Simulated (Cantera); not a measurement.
# Premixed flame

A freely propagating, adiabatic, planar premixed flame of 51.2 % H2, 10.2 % O2, 38.5 % N2, equivalence ratio 2.5, unburnt at 423 K and 1.00 bar; mixture-averaged transport, grid criteria slope 0.08 and curve 0.16, no radiation.

Model: the H2/O2 subset of GRI-Mech 3.0, which has no nitrogen chemistry, integrated in Cantera. Burning velocities carry a grid error of a few per cent, more on coarse grids.

| z (mm) | T (K) | u (m/s) | x H2 | x O2 | x HO2 | x H2O2 | x OH | x H |
|---|---|---|---|---|---|---|---|---|
| -1.22 | 423 | 4.62 | 0.512 | 0.102 | <1e-8 | <1e-8 | <1e-8 | <1e-8 |
| -0.811 | 423 | 4.62 | 0.512 | 0.102 | <1e-8 | <1e-8 | <1e-8 | <1e-8 |
| -0.608 | 423 | 4.62 | 0.512 | 0.102 | <1e-8 | <1e-8 | <1e-8 | <1e-8 |
| -0.406 | 423 | 4.63 | 0.512 | 0.102 | 2.24e-7 | <1e-8 | <1e-8 | <1e-8 |
| -0.203 | 458 | 4.97 | 0.507 | 0.103 | 0.000260 | 1.26e-5 | 5.28e-5 | 7.58e-5 |
| -0.101 | 730 | 7.69 | 0.474 | 0.0957 | 0.000196 | 3.17e-5 | 0.000576 | 0.00564 |
| 0 | 1107 | 11.4 | 0.402 | 0.0679 | 7.58e-5 | 2.71e-6 | 0.000978 | 0.0314 |
| 0.101 | 1368 | 14.0 | 0.330 | 0.0250 | 2.52e-5 | 6.08e-7 | 0.00174 | 0.0603 |
| 0.203 | 1487 | 15.1 | 0.303 | 0.00579 | 5.62e-6 | 2.96e-7 | 0.00170 | 0.0684 |
| 0.406 | 1588 | 16.1 | 0.301 | 0.000408 | 3.76e-7 | 1.83e-7 | 0.00171 | 0.0619 |
| 0.811 | 1685 | 16.9 | 0.310 | 7.34e-5 | 7.58e-8 | 1.25e-7 | 0.00173 | 0.0489 |
| 1.62 | 1777 | 17.8 | 0.318 | 4.25e-5 | 4.66e-8 | 7.14e-8 | 0.00156 | 0.0357 |
| 3.24 | 1855 | 18.4 | 0.326 | 2.14e-5 | 2.57e-8 | 3.53e-8 | 0.00124 | 0.0241 |
x: mole fraction of selected species; z is measured from the peak of heat release.

The laminar burning velocity comes out as 462 cm/s. The thermal thickness comes out as 0.406 mm and the peak x(HO2) is 0.000362. The peak x(H2O2) is 3.76e-5, the peak x(OH) is 0.00176 and the peak x(H) is 0.0684.
